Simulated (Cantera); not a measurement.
Stirred combustor or abatement burner

A perfectly stirred reactor is fed with CO : H₂ : CH₄ : O₂ : N₂ = 1.6 : 0.48 : 0.065 : 1.02 : 3.85 (molar parts), at 3750 Torr; it is adiabatic with a 600 K inlet, and is followed from long to short residence time, starting on the burning branch (τ in s: 0.16, 0.068, 0.029, 0.013, 0.0055, 0.0024, 0.001, 0.00045, 0.00019, 8.3e-05, 3.6e-05, 1.6e-05, 6.7e-06).

Cantera simulation using GRI-Mech 3.0 (53 species, 325 reactions); the numbers are that mechanism's predictions, not measurements.

| τ (s) | T (K) | x CO | x H₂ | x CH₄ | x OH | x CH₂CO | x NO | x CH₂ |
|---|---|---|---|---|---|---|---|---|
| 0.16 | 2575 | 0.0634 | 0.00440 | 2.52e-8 | 0.00487 | 3.54e-11 | 0.00398 | 1.39e-9 |
| 0.068 | 2574 | 0.0635 | 0.00441 | 5.87e-8 | 0.00491 | 8.28e-11 | 0.00392 | 3.24e-9 |
| 0.029 | 2572 | 0.0638 | 0.00443 | 1.35e-7 | 0.00498 | 1.92e-10 | 0.00377 | 7.46e-9 |
| 0.013 | 2567 | 0.0644 | 0.00448 | 2.90e-7 | 0.00512 | 4.17e-10 | 0.00349 | 1.60e-8 |
| 0.0055 | 2556 | 0.0657 | 0.00460 | 6.34e-7 | 0.00543 | 9.35e-10 | 0.00295 | 3.48e-8 |
| 0.0024 | 2533 | 0.0683 | 0.00484 | 1.28e-6 | 0.00596 | 1.96e-9 | 0.00221 | 6.84e-8 |
| 0.0010 | 2488 | 0.0733 | 0.00532 | 2.52e-6 | 0.00682 | 4.08e-9 | 0.00138 | 1.25e-7 |
| 0.00045 | 2421 | 0.0801 | 0.00603 | 4.51e-6 | 0.00782 | 7.42e-9 | 0.000766 | 1.96e-7 |
| 0.00019 | 2323 | 0.0895 | 0.00709 | 8.49e-6 | 0.00888 | 1.28e-8 | 0.000369 | 2.89e-7 |
| 8.3e-5 | 2206 | 0.0996 | 0.00829 | 1.63e-5 | 0.00958 | 1.96e-8 | 0.000192 | 3.94e-7 |
| 3.6e-5 | 2065 | 0.111 | 0.00953 | 3.42e-5 | 0.00964 | 2.95e-8 | 0.000115 | 5.17e-7 |
| 1.6e-5 | 1900 | 0.126 | 0.0105 | 8.37e-5 | 0.00872 | 5.16e-8 | 6.83e-5 | 6.75e-7 |
| 6.7e-6 | 1586 | 0.171 | 0.0136 | 0.000529 | 0.00487 | 3.41e-7 | 1.28e-5 | 1.18e-6 |
x: mole fraction; the columns are a selection and need not sum to one.
